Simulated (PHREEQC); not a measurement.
0.018 g of hydrous ferric oxide (600 m²/g; 0.2 weak and 0.005 strong sites per Fe, Dzombak-Morel constants, diffuse double layer) in 1 kg of water with 0.05 mol/kgw of an inert sodium salt and 0.01 mmol/kgw CuCl2, 0.00012 mmol/kgw Na2SO4 and 0.0008 mmol/kgw Ag2SO4, at 25 °C; the pH is set by adding NaOH or the inert anion's acid. O2 is buffered at 0.21 atm. CO2 from the air is kept out. Nothing may precipitate in this run.

The series has 17 steps of pH, from 4 to 10.

Equilibrium calculation in PHREEQC: ion-association model, wateq4f.dat.

Q: Near which pH is half of the Cu sorbed, and on which side is more sorbed?

A: Near pH 6.0, with more sorbed at higher pH.

Q: Near which pH is half of the S sorbed, and on which side is more sorbed?

A: Near pH 5.4, with more sorbed at lower pH.

Q: Near which pH is half of the Ag sorbed, and on which side is more sorbed?

A: Near pH 9.8, with more sorbed at higher pH.

Species that the database lacks are ignored. The database's constant for dissolved Cu(OH)2 is higher than later reviews accept.
